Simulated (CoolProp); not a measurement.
Vapour-liquid equilibrium of ethane (1) + n-pentane (2) at -3.55 °C; x and y are mole fractions of (1).

Model: multi-fluid Helmholtz-energy mixture model, Bücker 2006 and Thol 2019; pair parameters Kunz 2012, in CoolProp.

```csv
x,bubble pressure (MPa),y at the bubble point,dew pressure at overall composition x (MPa),liquid density (mol/L)
0.05,0.1188,0.827,0.02185,…
0.125,0.2675,0.925,0.02373,9.494
0.2,0.4175,0.953,0.02596,9.812
0.275,…,0.966,0.02864,10.15
0.35,0.7193,0.974,0.03194,10.49
0.425,0.8707,0.980,0.03610,10.86
0.5,1.023,0.983,0.04150,11.24
0.575,1.176,0.986,0.04879,11.64
0.65,1.331,0.989,0.05918,12.05
0.725,1.491,0.991,0.07519,…
0.8,1.658,0.993,0.1031,12.87
0.875,1.837,0.996,0.1637,13.24
0.95,2.036,0.998,0.3961,13.52
```

**Question.** Some entries are withheld; supply them.

**Answer.** 
- 0.05, liquid density (mol/L): 9.189
- 0.275, bubble pressure (MPa): 0.5683
- 0.725, liquid density (mol/L): 12.46

No azeotrope shows between x = 0.05 and 0.95.

Pair parameters are fitted to limited data, so mixtures are less certain than the pure fluids.
